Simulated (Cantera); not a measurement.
Mixture: CH₄ : H₂ : O₂ : N₂ : H₂O = 1 : 0.84 : 1.61 : 6.07 : 2.3 (molar parts), equivalence ratio 1.5, at 0.760 bar, adiabatic and at constant pressure. Ignition delay is the time to a rise of 400 K.

Cantera simulation using GRI-Mech 3.0 (53 species, 325 reactions); the numbers are that mechanism's predictions, not measurements.

What does this change do: constant volume in place of constant pressure?


```tsv
quantity	before	after
delay at 1100 K	7.30 ms	6.32 ms
delay at 1175 K	3.68 ms	3.19 ms
delay at 1250 K	1.99 ms	1.73 ms
delay at 1325 K	1.11 ms	0.975 ms
delay at 1400 K	0.640 ms	0.569 ms
delay at 1475 K	0.384 ms	0.345 ms
apparent activation energy between 1325 and 1475 K	110 kJ/mol	110 kJ/mol
```
